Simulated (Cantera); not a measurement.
Charge: 1 mol SiH2Cl2, 350 mol H2, held at 2500 K and 67.0 mbar.

Equilibrium computed with Cantera from the NASA thermochemical tables; the gas is ideal and each condensed phase is pure. Candidate condensed phases: Si; 19 gas species. The tables' values for SiCl are old estimates; treat these amounts as uncertain. Gases not in the tables: Si2H6 and higher silanes. Rates play no part.

Base state: H2 0.900, H 0.0921, HCl 0.00502, Si 0.00249, Cl 0.000364, SiH 0.000161, SiH2 3.23e-5, SiCl 1.47e-5 (mole fractions); condensed: gas only.

**Question.** What changes in the equilibrium state with this change: H2 from 350 to 2.3 mol?

**Answer.** 
```tsv
species	before	after
H2	0.900	0.539
HCl	0.00502	0.183
SiCl2	1.45e-6	0.0920
SiCl	1.47e-5	0.0197
Cl	0.000364	0.0171
Si	0.00249	0.0709
H	0.0921	0.0713
SiCl3	<1e-9	0.000340
Si3	1.41e-8	0.000327
Si2	2.33e-6	0.00189
Si(l), mol	0	0.0536
```
The tables' values for SiCl, SiCl3 are old estimates; treat these amounts as uncertain.
